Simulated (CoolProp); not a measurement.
Vapour-liquid equilibrium of methanol (1) + water (2) at 0.169 bar; x and y are mole fractions of (1).

Values from CoolProp's multi-fluid Helmholtz-energy mixture model, de Reuck 1993 and Wagner 2002; pair parameters Bell 2016.

Q: Give the bubble temperature and the first vapour's composition at x = 0.05, 0.35, 0.95. Is there an azeotrope?

A: x = 0.05: 323.9 K, y = 0.269; x = 0.35: 308.7 K, y = 0.755; x = 0.95: 298.7 K, y = 0.983. No azeotrope shows between x = 0.05 and 0.95.

The pair parameters rest on a limited set of measurements; away from them the model extrapolates.
